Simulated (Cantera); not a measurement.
Cantera run:

```python
import numpy as np
import cantera as ct

gas_names = """
    C CH CH2 CH3 CH2OH CH3O CH4 CH3OH CO CO2 COOH C2 C2H CHCO,ketyl C2H2,acetylene C2H2,vinylidene
    CH2CO,ketene C2H3,vinyl CH3CO,acetyl C2H4 C2H4O,ethylen CH3CHO,ethanal CH3COOH (HCOOH)2 C2H5 C2H6
    CH3OCH3 C2H5OH C2O C3 C3H3,propargyl C3H4,allene C3H4,propyne C3H4,cyclo- C3H5,allyl C3H6,propylene
    C3H6,cyclo- C3H6O C3H7,n-propyl C3H7,i-propyl C3H8 C3H8O,1propanol C3H8O,2propanol C3O2 C4 C4H2
    C4H4,1,3-cyclo- C4H6,butadiene C4H6,2-butyne C4H6,cyclo- C4H8,1-butene C4H8,cis2-buten
    C4H8,tr2-butene C4H8,isobutene C4H8,cyclo- (CH3COOH)2 C4H9,n-butyl C4H9,i-butyl C4H9,s-butyl
    C4H9,t-butyl C4H10,isobutane C4H10,n-butane C5 C5H6,1,3cyclo- C5H8,cyclo- C5H10,1-pentene
    C5H10,cyclo- C5H11,pentyl C5H11,t-pentyl C5H12,n-pentane C5H12,i-pentane CH3C(CH3)2CH3 C6H2
    C6H5,phenyl C6H5O,phenoxy C6H6 C6H5OH,phenol C6H10,cyclo- C6H12,1-hexene C6H12,cyclo- C6H13,n-hexyl
    C7H7,benzyl C7H8 C7H8O,cresol C7H14,1-heptene C7H15,n-heptyl C7H16,n-heptane C8H8,styrene
    C8H10,ethylbenz C8H16,1-octene C8H17,n-octyl C8H18,isooctane C8H18,n-octane C9H19,n-nonyl
    C10H8,naphthale C10H21,n-decyl C12H9,o-bipheny C12H10,bipheny H HCO HO2 H2 HCHO,formaldehy HCOOH H2O
    H2O2 O OH O2 O3 Pb PbO Pb2
""".split()
cond_names = """
    C(gr) C6H6(L) C7H8(L) C8H18(L),n-octa H2O(s) H2O(L) Pb(cr) Pb(L) PbO(rd) PbO(yw) PbO(L) PbO2(s)
    Pb3O4(s)
""".split()


def load(file, names, dense=False):
    # The tables refer to 1 bar. Condensed volumes are neglected.
    table = {s.name: s for s in ct.Species.list_from_file(file)}
    out = []
    for n in names:
        d = dict(table[n].input_data)
        d["thermo"] = dict(d["thermo"], **{"reference-pressure": 1e5})
        if dense:
            d["equation-of-state"] = {"model": "constant-volume", "density": "1e6 g/cm^3"}
        out.append(ct.Species.from_dict(d))
    return out


gas = ct.Solution(thermo="ideal-gas", species=load("nasa_gas.yaml", gas_names))
cond = {s.name: ct.Solution(thermo="fixed-stoichiometry", species=[s], name=s.name)
        for s in load("nasa_condensed.yaml", cond_names, dense=True)}
atoms = {
    'PbO': {'Pb': 1, 'O': 1},
    'C': {'C': 1},
    'H2': {'H': 2},
}
top_T = {'C(gr)': 4500, 'Pb3O4(s)': 820}  # K; cautious upper limits of use, not melting points


def equilibrate(T, P, feed):
    n = {}
    for name, mol in feed.items():
        for a, k in atoms[name].items():
            n[a] = n.get(a, 0.0) + k * mol
    gas.TPX = T, P, n
    mass = sum(n.values()) * gas.mean_molecular_weight
    gas.equilibrate("TP")
    valid = [c for c in cond.values() if c.min_temp <= T <= top_T.get(c.name, c.max_temp)]
    mix = ct.Mixture([(gas, mass / gas.mean_molecular_weight)] + [(c, 0.0) for c in valid])
    mix.T, mix.P = T, P
    mix.equilibrate("TP", solver="vcs", rtol=1e-11, max_steps=5000)
    return mix


results = []
T = 2523.15  # K
P = 1333.22  # Pa
for m in [0.26, 0.67, 1.1, 1.5, 1.9, 2.3, 2.7]:
    feed = {'PbO': 1, 'C': 5.9, 'H2': m}  # mol
    mix = equilibrate(T, P, feed)
    results.append((T, P, feed, dict(zip(mix.species_names, mix.species_moles))))
    x = sorted(zip(gas.X, gas.species_names), reverse=True)
    print(f"T = {T:g} K  P = {P:g} Pa  n(H2) = {m:g} mol  gas = {mix.phase_moles(0):.4g} mol")
    print("   x: " + "  ".join(f"{s} {v:.3e}" for v, s in x if v > 1e-06))
    print("   condensed (mol): " + ("  ".join(f"{mix.phase(i).name} {mix.phase_moles(i):.4g}"
          for i in range(1, mix.n_phases) if mix.phase_moles(i) > 1e-12) or "none"))
```

Result:

```
T = 2523.15 K  P = 1333.22 Pa  n(H2) = 0.26 mol  gas = 2.338 mol
   x: CO 4.277e-01  Pb 4.277e-01  H2 7.685e-02  H 6.677e-02  C2H2,acetylene 9.157e-04  C2H 5.998e-05  C3 5.327e-05  C 1.711e-05  Pb2 5.120e-06  C2 4.929e-06  C4H2 4.510e-06
   condensed (mol): C(gr) 4.895
T = 2523.15 K  P = 1333.22 Pa  n(H2) = 0.67 mol  gas = 2.816 mol
   x: CO 3.551e-01  Pb 3.551e-01  H2 1.840e-01  H 1.033e-01  C2H2,acetylene 2.193e-03  C2H 9.281e-05  C3 5.327e-05  C 1.711e-05  C4H2 1.080e-05  C2 4.929e-06  Pb2 3.531e-06  C2H2,vinylidene 1.847e-06
   condensed (mol): C(gr) 4.886
T = 2523.15 K  P = 1333.22 Pa  n(H2) = 1.1 mol  gas = 3.306 mol
   x: CO 3.025e-01  Pb 3.025e-01  H2 2.672e-01  H 1.245e-01  C2H2,acetylene 3.184e-03  C2H 1.118e-04  C3 5.327e-05  C 1.711e-05  C4H2 1.568e-05  C2 4.929e-06  C2H2,vinylidene 2.682e-06  Pb2 2.561e-06  CH 1.170e-06  CH3 1.147e-06  CH2 1.114e-06
   condensed (mol): C(gr) 4.877
T = 2523.15 K  P = 1333.22 Pa  n(H2) = 1.5 mol  gas = 3.759 mol
   x: H2 3.263e-01  CO 2.660e-01  Pb 2.660e-01  H 1.376e-01  C2H2,acetylene 3.888e-03  C2H 1.236e-04  C3 5.327e-05  C4H2 1.915e-05  C 1.711e-05  C2 4.929e-06  C2H2,vinylidene 3.275e-06  Pb2 1.981e-06  CH3 1.548e-06  CH2 1.361e-06  CH 1.293e-06
   condensed (mol): C(gr) 4.869
T = 2523.15 K  P = 1333.22 Pa  n(H2) = 1.9 mol  gas = 4.21 mol
   x: H2 3.732e-01  CO 2.375e-01  Pb 2.375e-01  H 1.471e-01  C2H2,acetylene 4.446e-03  C2H 1.322e-04  C3 5.327e-05  C4H2 2.190e-05  C 1.711e-05  C2 4.929e-06  C2H2,vinylidene 3.745e-06  CH3 1.893e-06  Pb2 1.579e-06  CH2 1.556e-06  CH 1.383e-06
   condensed (mol): C(gr) 4.86
T = 2523.15 K  P = 1333.22 Pa  n(H2) = 2.3 mol  gas = 4.661 mol
   x: H2 4.113e-01  CO 2.146e-01  Pb 2.146e-01  H 1.545e-01  C2H2,acetylene 4.900e-03  C2H 1.388e-04  C3 5.327e-05  C4H2 2.413e-05  C 1.711e-05  C2 4.929e-06  C2H2,vinylidene 4.128e-06  CH3 2.190e-06  CH2 1.715e-06  CH 1.452e-06  Pb2 1.289e-06
   condensed (mol): C(gr) 4.852
T = 2523.15 K  P = 1333.22 Pa  n(H2) = 2.7 mol  gas = 5.11 mol
   x: H2 4.428e-01  CO 1.957e-01  Pb 1.957e-01  H 1.603e-01  C2H2,acetylene 5.276e-03  C2H 1.440e-04  C3 5.327e-05  C4H2 2.599e-05  C 1.711e-05  C2 4.929e-06  C2H2,vinylidene 4.444e-06  CH3 2.447e-06  CH2 1.847e-06  CH 1.506e-06  Pb2 1.072e-06
   condensed (mol): C(gr) 4.843
```

Cantera equilibrium calculation (NASA polynomials, part measured and part estimated; ideal gas, pure solids and liquids).
